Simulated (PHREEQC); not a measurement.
Consider water at 25 °C with 0.019 mol HCl, 0.075 mol Al2(SO4)3 and 0.028 mol MgSO4 per kg of water. Closed to the air; pH follows from the charge balance.

The numbers come from PHREEQC with the ion-association model, phreeqc.dat.

| quantity | before | after |
|---|---|---|
| pH | 2.21 | 3.89 |
| ionic strength (mol/kgw) | 0.284 | 0.288 |
| AlSO4+ (mol/kgw) | 0.0954 | 0.0936 |
| SO4-2 (mol/kgw) | 0.0522 | 0.0574 |
| Al(SO4)2- (mol/kgw) | 0.0404 | 0.0433 |
| Mg+2 (mol/kgw) | 0.0145 | 0.0139 |
| SI of Gibbsite (Al(OH)3) | -4.29 | +0.71 |

Which change was made?
(A) Al2(SO4)3 from 0.075 to 0.0675 mol/kgw
(B) Al2(SO4)3 from 0.075 to 0.0075 mol/kgw
(C) diluted 10-fold with water
(D) temperature from 25 to 60 °C
(E) HCl replaced by LiCl at the same molality

E, HCl replaced by LiCl at the same molality

No solid was allowed to form. Some of these states are supersaturated (in Gibbsite (slow to form), for instance).
